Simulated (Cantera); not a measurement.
Cantera run:

```python
import numpy as np
import cantera as ct

gas_names = [...]  # 91 gases of nasa_gas.yaml made of C, Cl, H
cond_names = """
    C(gr) C6H6(L) C7H8(L) C8H18(L),n-octa
""".split()


# ... load() reads the species with a 1 bar reference pressure and builds the phases ...
atoms = {
    'CCl4': {'C': 1, 'CL': 4},
    'CH4': {'C': 1, 'H': 4},
}
top_T = {'C(gr)': 4500}  # K; cautious upper limits of use, not melting points


# ... equilibrate(T, P, feed) seeds the gas with the atoms and calls Mixture.equilibrate('TP', solver="vcs", rtol=1e-11, max_steps=5000) ...
results = []
feed = {'CCl4': 1, 'CH4': 0.81}  # mol
P = 760  # Pa
for T in [1523, 1623, 1723, 1823, 1923, 2023, 2123, 2223, 2323, 2423, 2523, 2623, 2723]:
    mix = equilibrate(T, P, feed)
    results.append((T, P, feed, dict(zip(mix.species_names, mix.species_moles))))
    x = sorted(zip(gas.X, gas.species_names), reverse=True)
    print(f"T = {T:g} K  P = {P:g} Pa  gas = {mix.phase_moles(0):.4g} mol")
    print("   x: " + "  ".join(f"{s} {v:.3e}" for v, s in x if v > 0.0001))
    print("   condensed (mol): " + ("  ".join(f"{mix.phase(i).name} {mix.phase_moles(i):.4g}"
          for i in range(1, mix.n_phases) if mix.phase_moles(i) > 1e-12) or "none"))
```

It prints:

```
T = 1523 K  P = 760 Pa  gas = 3.883 mol
   x: HCL 8.344e-01  CL 1.355e-01  CL2 3.013e-02
   condensed (mol): C(gr) 1.81
T = 1623 K  P = 760 Pa  gas = 3.948 mol
   x: HCL 8.207e-01  CL 1.660e-01  CL2 1.326e-02
   condensed (mol): C(gr) 1.81
T = 1723 K  P = 760 Pa  gas = 3.979 mol
   x: HCL 8.141e-01  CL 1.805e-01  CL2 5.286e-03
   condensed (mol): C(gr) 1.81
T = 1823 K  P = 760 Pa  gas = 3.993 mol
   x: HCL 8.108e-01  CL 1.867e-01  CL2 2.143e-03  H2 2.712e-04
   condensed (mol): C(gr) 1.81
T = 1923 K  P = 760 Pa  gas = 4.002 mol
   x: HCL 8.068e-01  CL 1.907e-01  H2 1.182e-03  CL2 9.367e-04  H 3.715e-04
   condensed (mol): C(gr) 1.81
T = 2023 K  P = 760 Pa  gas = 4.021 mol
   x: HCL 7.959e-01  CL 1.980e-01  H2 4.230e-03  H 1.417e-03  CL2 4.599e-04
   condensed (mol): C(gr) 1.81
T = 2123 K  P = 760 Pa  gas = 4.065 mol
   x: HCL 7.691e-01  CL 2.144e-01  H2 1.174e-02  H 4.458e-03  CL2 2.644e-04
   condensed (mol): C(gr) 1.81
T = 2223 K  P = 760 Pa  gas = 4.15 mol
   x: HCL 7.195e-01  CL 2.440e-01  H2 2.474e-02  H 1.156e-02  CL2 1.787e-04
   condensed (mol): C(gr) 1.809
T = 2323 K  P = 760 Pa  gas = 4.287 mol
   x: HCL 6.473e-01  CL 2.856e-01  H2 4.137e-02  H 2.541e-02  C2H2,acetylene 2.003e-04  CL2 1.351e-04
   condensed (mol): C(gr) 1.808
T = 2423 K  P = 760 Pa  gas = 4.481 mol
   x: HCL 5.573e-01  CL 3.351e-01  H2 5.793e-02  H 4.895e-02  C2H2,acetylene 4.483e-04  CL2 1.078e-04
   condensed (mol): C(gr) 1.805
T = 2523 K  P = 760 Pa  gas = 4.739 mol
   x: HCL 4.567e-01  CL 3.872e-01  H 8.455e-02  H2 7.034e-02  C2H2,acetylene 8.376e-04
   condensed (mol): C(gr) 1.799
T = 2623 K  P = 760 Pa  gas = 5.062 mol
   x: CL 4.360e-01  HCL 3.539e-01  H 1.325e-01  H2 7.527e-02  C2H2,acetylene 1.334e-03  C3 4.041e-04  C2H 2.161e-04  C 1.097e-04
   condensed (mol): C(gr) 1.786
T = 2723 K  P = 760 Pa  gas = 5.447 mol
   x: CL 4.762e-01  HCL 2.580e-01  H 1.898e-01  H2 7.137e-02  C2H2,acetylene 1.827e-03  C3 1.567e-03  C2H 5.373e-04  C 3.646e-04  C2 1.507e-04  C2HCL 1.054e-04
   condensed (mol): C(gr) 1.753
```

Cantera equilibrium calculation (NASA polynomials, part measured and part estimated; ideal gas, pure solids and liquids).
